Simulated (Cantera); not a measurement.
Input (Python, Cantera):

```python
import numpy as np
import cantera as ct

gas = ct.Solution("gri30.yaml")
gas.TPX = 600, 101325, {'H2': 1, 'O2': 1.16, 'N2': 5.47}
inlet = ct.Reservoir(gas, clone=True)
gas.equilibrate("HP")  # start burning
reactor = ct.IdealGasConstPressureReactor(gas, energy="on", clone=False)
exhaust = ct.Reservoir(gas, clone=True)
tau = [0.033, 0.015, 0.0068, 0.0031, 0.0014, 0.00063, 0.00028, 0.00013, 5.8e-05, 2.6e-05, 1.2e-05, 5.3e-06][0]
for a, b in ((inlet, reactor), (reactor, exhaust)):
    ct.MassFlowController(a, b, mdot=lambda t: reactor.mass / tau)
net = ct.ReactorNet([reactor])
show = ['H2', 'O2', 'HO2', 'O', 'H2O2', 'H', 'N2O']

rows = []
print(f"{'tau/s':>10s}{'T/K':>9s}" + "".join(f"{s:>11s}" for s in show))
for tau in [0.033, 0.015, 0.0068, 0.0031, 0.0014, 0.00063, 0.00028, 0.00013, 5.8e-05, 2.6e-05, 1.2e-05, 5.3e-06]:
    net.initial_time = 0.0
    net.advance(30 * tau)
    before = gas.X
    net.advance(40 * tau)
    drift = np.max(np.abs(gas.X - before) / (gas.X + 1e-9))
    rows.append([gas.T, *gas[show].X, drift])
    print(f"{tau:10.3e}{gas.T:9.1f}" + "".join(f"{x:11.3e}" for x in gas[show].X))
```

Result:

```
     tau/s      T/K         H2         O2        HO2          O       H2O2          H        N2O
 3.300e-02   1585.9  2.672e-04  9.224e-02  5.057e-06  2.366e-04  2.690e-07  4.115e-05  8.811e-07
 1.500e-02   1581.6  4.494e-04  9.214e-02  7.896e-06  4.007e-04  3.761e-07  9.061e-05  8.122e-07
 6.800e-03   1574.7  7.540e-04  9.203e-02  1.198e-05  6.745e-04  5.230e-07  1.986e-04  6.984e-07
 3.100e-03   1563.9  1.253e-03  9.192e-02  1.743e-05  1.115e-03  7.256e-07  4.273e-04  5.751e-07
 1.400e-03   1546.3  2.078e-03  9.184e-02  2.430e-05  1.810e-03  1.022e-06  9.079e-04  4.585e-07
 6.300e-04   1518.0  3.433e-03  9.190e-02  3.232e-05  2.828e-03  1.484e-06  1.870e-03  3.558e-07
 2.800e-04   1473.1  5.737e-03  9.241e-02  4.147e-05  4.153e-03  2.275e-06  3.685e-03  2.654e-07
 1.300e-04   1409.0  9.691e-03  9.400e-02  5.166e-05  5.358e-03  3.610e-06  6.459e-03  1.874e-07
 5.800e-05   1303.5  1.966e-02  9.919e-02  6.733e-05  5.503e-03  6.153e-06  9.997e-03  1.022e-07
 2.600e-05    600.0  1.311e-01  1.520e-01 -1.247e-16  1.578e-21 -9.538e-18  2.546e-19 -4.515e-21
 1.200e-05    600.0  1.311e-01  1.520e-01  3.616e-18  1.645e-21  3.331e-21  2.375e-19  1.576e-24
 5.300e-06    600.0  1.311e-01  1.520e-01  1.599e-18  7.447e-22  1.886e-22  2.056e-19  8.908e-26
```

Detailed kinetics in Cantera: GRI-Mech 3.0 (53 species, 325 reactions).
